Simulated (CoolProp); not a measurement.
Vapour-liquid equilibrium of CHF3 (R23) (1) + CH2F2 (R32) (2) at 228.8 K; x and y are mole fractions of (1).

Computed with CoolProp (multi-fluid Helmholtz-energy mixture model, Penoncello 2003 and Tillner-Roth 1997; pair parameters Bell 2016).

| x | bubble pressure, mixture model (MPa) | bubble pressure, Raoult's law (MPa) | y, mixture model | y, Raoult's law |
|---|---|---|---|---|
| 0.05 | 0.1675 | 0.1677 | 0.171 | 0.179 |
| 0.125 | 0.2014 | 0.2018 | 0.356 | 0.371 |
| 0.2 | 0.2354 | 0.2359 | 0.490 | 0.508 |
| 0.275 | 0.2693 | 0.2699 | 0.591 | 0.611 |
| 0.35 | 0.3032 | 0.3040 | 0.669 | 0.690 |
| 0.425 | 0.3369 | 0.3381 | 0.732 | 0.753 |
| 0.5 | 0.3706 | 0.3722 | 0.785 | 0.805 |
| 0.575 | 0.4043 | 0.4062 | 0.829 | 0.848 |
| 0.65 | 0.4379 | 0.4403 | 0.867 | 0.885 |
| 0.725 | 0.4717 | 0.4744 | 0.901 | 0.916 |
| 0.8 | 0.5058 | 0.5084 | 0.931 | 0.943 |
| 0.875 | 0.5403 | 0.5425 | 0.958 | 0.967 |
| 0.95 | 0.5754 | 0.5766 | 0.984 | 0.987 |

The largest gap from Raoult's law is -0.6 % in bubble pressure, at x = 0.725. No azeotrope shows between x = 0.05 and 0.95.

The pair parameters rest on a limited set of measurements; away from them the model extrapolates.
